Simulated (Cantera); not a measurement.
Equilibrium for silicon etching in halogen gases: Si + HBr + N2

A closed system holds: 1 mol Si, 6.5 mol HBr, 1 mol N2, held at 0.00290 bar.

Method: chemical equilibrium by Gibbs-energy minimisation in Cantera with the NASA 1993 tables (ideal gas, pure condensed phases). Candidate condensed phases: Br2, Si, Si3N4; 28 gas species. N2 is the only nitrogen source here; it is nearly inert below about 1500 K, so the nitride shown seldom forms there in practice. The tables' values for SiBr3, SiBr are old estimates; treat these amounts as uncertain. Equilibrium is a limit: real reactors are often held back by kinetics, nucleation or transport.

From 800 K to 1325 K the condensed part is Si3N4(s). From 1400 K to 1625 K nothing is condensed. The main Si-bearing gas is SiBr4 at 800 K and SiBr2 at 1625 K.

```json
[
 {"T (K)": "800", "x HBr": "0.619", "x H2": "0.180", "x N2": "0.110", "x SiBr2": "9.19e-9", "x Br": "1.09e-6", "x SiBr4": "0.0902", "n Si3N4(s)": "0.134"},
 {"T (K)": "875", "x HBr": "0.627", "x H2": "0.176", "x N2": "0.109", "x SiBr2": "3.20e-7", "x Br": "7.87e-6", "x SiBr4": "0.0881", "n Si3N4(s)": "0.138"},
 {"T (K)": "950", "x HBr": "0.633", "x H2": "0.173", "x N2": "0.108", "x SiBr2": "6.32e-6", "x Br": "4.16e-5", "x SiBr4": "0.0864", "n Si3N4(s)": "0.142"},
 {"T (K)": "1025", "x HBr": "0.637", "x H2": "0.170", "x N2": "0.107", "x SiBr2": "7.99e-5", "x Br": "0.000172", "x SiBr4": "0.0849", "n Si3N4(s)": "0.144"},
 {"T (K)": "1100", "x HBr": "0.640", "x H2": "0.168", "x N2": "0.106", "x SiBr2": "0.000707", "x Br": "0.000589", "x SiBr4": "0.0830", "n Si3N4(s)": "0.146"},
 {"T (K)": "1175", "x HBr": "0.638", "x H2": "0.167", "x N2": "0.107", "x SiBr2": "0.00462", "x Br": "0.00171", "x SiBr4": "0.0789", "n Si3N4(s)": "0.142"},
 {"T (K)": "1250", "x HBr": "0.623", "x H2": "0.166", "x N2": "0.112", "x SiBr2": "0.0222", "x Br": "0.00428", "x SiBr4": "0.0667", "n Si3N4(s)": "0.119"},
 {"T (K)": "1325", "x HBr": "0.572", "x H2": "0.170", "x N2": "0.128", "x SiBr2": "0.0720", "x Br": "0.00896", "x SiBr4": "0.0400", "n Si3N4(s)": "0.0458"},
 {"T (K)": "1400", "x HBr": "0.549", "x H2": "0.163", "x N2": "0.135", "x SiBr2": "0.111", "x Br": "0.0185", "x SiBr4": "0.0155", "n Si3N4(s)": "0"},
 {"T (K)": "1475", "x HBr": "0.542", "x H2": "0.158", "x N2": "0.132", "x SiBr2": "0.121", "x Br": "0.0363", "x SiBr4": "0.00519", "n Si3N4(s)": "0"},
 {"T (K)": "1550", "x HBr": "0.514", "x H2": "0.164", "x N2": "0.130", "x SiBr2": "0.124", "x Br": "0.0622", "x SiBr4": "0.00159", "n Si3N4(s)": "0"},
 {"T (K)": "1625", "x HBr": "0.473", "x H2": "0.176", "x N2": "0.127", "x SiBr2": "0.124", "x Br": "0.0958", "x SiBr4": "0.000472", "n Si3N4(s)": "0"}
]
```
x: gas mole fraction; n: condensed amount in mol.
